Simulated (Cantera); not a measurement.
A perfectly stirred reactor is fed with N₂O : H₂ : N₂ : H₂O = 1 : 0.02 : 3.2 : 0.022 (molar parts), at 1.58 atm; it is held at 1448 K, and followed from long to short residence time.

Computed with Cantera and GRI-Mech 3.0 (53 species, 325 reactions). GRI-Mech 3.0 was tuned for natural gas; its chemistry of N2O as a main component is partial and can be far from experiment. The temperature is held fixed by assumption; the heat of reaction is taken as removed at once.

Problem. Predict: x(N₂O) at τ = 2.50 s; x(H₂) at τ = 2.50 s; x(NO₂) at τ = 2.50 s; x(OH) at τ = 2.50 s; x(H₂O₂) at τ = 2.50 s; x(N₂O) at τ = 9.10 ms; x(H₂) at τ = 9.10 ms; x(NO₂) at τ = 9.10 ms; x(OH) at τ = 9.10 ms; x(H₂O₂) at τ = 9.10 ms.

Solution. 
| Quantity | Value |
|---|---|
| x(N₂O) at τ = 2.50 s | 0.00313 |
| x(H₂) at τ = 2.50 s | 1.08e-6 |
| x(NO₂) at τ = 2.50 s | 9.60e-5 |
| x(OH) at τ = 2.50 s | 3.44e-5 |
| x(H₂O₂) at τ = 2.50 s | 4.74e-9 |
| x(N₂O) at τ = 9.10 ms | 0.161 |
| x(H₂) at τ = 9.10 ms | 9.43e-5 |
| x(NO₂) at τ = 9.10 ms | 0.000164 |
| x(OH) at τ = 9.10 ms | 9.04e-5 |
| x(H₂O₂) at τ = 9.10 ms | 2.64e-8 |
